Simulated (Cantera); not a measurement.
Reactions in the system C-H-Ti

Source: NASA polynomial tables (part measured, part estimated), evaluated in Cantera. Values are per mole of reaction as written; species without (g) are pure solids or liquids, kept so even where they would boil at 1 bar. TiC: taken at fixed stoichiometry.

C6H6(g) + 4 Ti ⇌ C2H6(g) + 4 TiC

```json
[
 {"T (K)": "300", "ΔH° (kJ)": "-903.1", "ΔS° (J/K)": "-65.9", "ΔG° (kJ)": "-883.4", "log10 K": "153.80"},
 {"T (K)": "498", "ΔH° (kJ)": "-901.3", "ΔS° (J/K)": "-61.4", "ΔG° (kJ)": "-870.8", "log10 K": "91.33"},
 {"T (K)": "523", "ΔH° (kJ)": "-901.1", "ΔS° (J/K)": "-60.9", "ΔG° (kJ)": "-869.2", "log10 K": "86.81"},
 {"T (K)": "548", "ΔH° (kJ)": "-900.9", "ΔS° (J/K)": "-60.5", "ΔG° (kJ)": "-867.7", "log10 K": "82.71"},
 {"T (K)": "573", "ΔH° (kJ)": "-900.7", "ΔS° (J/K)": "-60.1", "ΔG° (kJ)": "-866.2", "log10 K": "78.96"},
 {"T (K)": "598", "ΔH° (kJ)": "-900.5", "ΔS° (J/K)": "-59.8", "ΔG° (kJ)": "-864.7", "log10 K": "75.53"},
 {"T (K)": "623", "ΔH° (kJ)": "-900.3", "ΔS° (J/K)": "-59.6", "ΔG° (kJ)": "-863.2", "log10 K": "72.37"},
 {"T (K)": "648", "ΔH° (kJ)": "-900.2", "ΔS° (J/K)": "-59.4", "ΔG° (kJ)": "-861.7", "log10 K": "69.46"},
 {"T (K)": "673", "ΔH° (kJ)": "-900.1", "ΔS° (J/K)": "-59.2", "ΔG° (kJ)": "-860.2", "log10 K": "66.77"},
 {"T (K)": "698", "ΔH° (kJ)": "-900.0", "ΔS° (J/K)": "-59.1", "ΔG° (kJ)": "-858.8", "log10 K": "64.26"},
 {"T (K)": "723", "ΔH° (kJ)": "-900.0", "ΔS° (J/K)": "-59.1", "ΔG° (kJ)": "-857.3", "log10 K": "61.94"},
 {"T (K)": "748", "ΔH° (kJ)": "-900.0", "ΔS° (J/K)": "-59.1", "ΔG° (kJ)": "-855.8", "log10 K": "59.76"}
]
```
